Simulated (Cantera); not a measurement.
Cantera run, input and output.

```python
import numpy as np
import cantera as ct

gas = ct.Solution("gri30.yaml")
gas.TPX = 1075, 500000, {'H2': 1, 'O2': 0.676, 'N2': 2.54, 'NO': 0.0043}
reactor = ct.IdealGasConstPressureReactor(gas, energy="on", clone=False)
net = ct.ReactorNet([reactor])
net.rtol, net.atol = 1e-08, 1e-16
show = ['H2', 'O2', 'NO', 'OH', 'H2O', 'O', 'H']
times = np.geomspace(5e-06, 3, 16)

steps = ct.SolutionArray(gas, extra=["t"])
rows = []
print(f"{'t/s':>10s}{'T/K':>9s}{'P/Pa':>11s}" + "".join(f"{s:>11s}" for s in show))
for t in times:
    while net.time < t:
        t_next = net.step()
        steps.append(gas.state, t=t_next)
    rows.append([np.interp(t, steps.t, y) for y in (steps.T, steps.P, *steps(*show).X.T)])
    print(f"{t:10.3e}{rows[-1][0]:9.1f}{rows[-1][1]:11.4g}" + "".join(f"{x:11.3e}" for x in rows[-1][2:]))
rate = np.gradient(steps.T, steps.t)
print("integrator steps:", len(steps.t))
if steps.T.max() > steps.T[0] + 200:
    print(f"time of steepest temperature rise: {steps.t[rate.argmax()]:.4e} s")
gas.TPX = 1075, 500000, {'H2': 1, 'O2': 0.676, 'N2': 2.54, 'NO': 0.0043}
gas.equilibrate("HP")
print(f"equilibrium (HP): T = {gas.T:.1f} K  " + "  ".join(f"{s} {gas[s].X[0]:.3e}" for s in show))
```

Output:

```
       t/s      T/K       P/Pa         H2         O2         NO         OH        H2O          O          H
 5.000e-06   1075.0      5e+05  2.369e-01  1.602e-01  1.019e-03  2.616e-10  1.296e-08  4.067e-10  2.394e-09
 1.214e-05   1075.0      5e+05  2.369e-01  1.602e-01  1.019e-03  1.211e-09  1.139e-07  1.747e-09  1.014e-08
 2.947e-05   1075.0      5e+05  2.369e-01  1.602e-01  1.018e-03  2.211e-08  2.894e-06  3.109e-08  1.797e-07
 7.155e-05   1093.4      5e+05  2.346e-01  1.588e-01  9.194e-04  1.526e-05  2.478e-03  1.314e-05  7.453e-05
 1.737e-04   2632.5      5e+05  5.868e-03  4.476e-02  1.651e-03  1.549e-02  2.519e-01  2.565e-03  1.510e-03
 4.217e-04   2630.7      5e+05  5.861e-03  4.419e-02  2.876e-03  1.537e-02  2.520e-01  2.528e-03  1.499e-03
 1.024e-03   2627.0      5e+05  5.847e-03  4.305e-02  5.346e-03  1.511e-02  2.522e-01  2.455e-03  1.475e-03
 2.486e-03   2621.7      5e+05  5.829e-03  4.141e-02  8.890e-03  1.475e-02  2.525e-01  2.351e-03  1.441e-03
 6.035e-03   2618.4      5e+05  5.819e-03  4.039e-02  1.111e-02  1.452e-02  2.526e-01  2.287e-03  1.421e-03
 1.465e-02   2618.0      5e+05  5.818e-03  4.026e-02  1.137e-02  1.450e-02  2.527e-01  2.279e-03  1.419e-03
 3.557e-02   2618.0      5e+05  5.818e-03  4.026e-02  1.137e-02  1.450e-02  2.527e-01  2.279e-03  1.419e-03
 8.635e-02   2618.0      5e+05  5.818e-03  4.026e-02  1.137e-02  1.450e-02  2.527e-01  2.279e-03  1.419e-03
 2.096e-01   2618.0      5e+05  5.818e-03  4.026e-02  1.137e-02  1.450e-02  2.527e-01  2.279e-03  1.419e-03
 5.090e-01   2618.0      5e+05  5.818e-03  4.026e-02  1.137e-02  1.450e-02  2.527e-01  2.279e-03  1.419e-03
 1.236e+00   2618.0      5e+05  5.818e-03  4.026e-02  1.137e-02  1.450e-02  2.527e-01  2.279e-03  1.419e-03
 3.000e+00   2618.0      5e+05  5.818e-03  4.026e-02  1.137e-02  1.450e-02  2.527e-01  2.279e-03  1.419e-03
integrator steps: 1325
time of steepest temperature rise: 8.4593e-05 s
equilibrium (HP): T = 2618.0 K  H2 5.818e-03  O2 4.026e-02  NO 1.137e-02  OH 1.450e-02  H2O 2.527e-01  O 2.279e-03  H 1.419e-03
```

Detailed kinetics in Cantera: GRI-Mech 3.0 (53 species, 325 reactions). The hydrogen kinetics of GRI-Mech 3.0 are dated; newer H2 mechanisms differ, most at raised pressure. The mechanism lacks 2 NO + O2 → 2 NO2 and HONO, so NO2 and the effect of NO are under-described below about 1400 K.
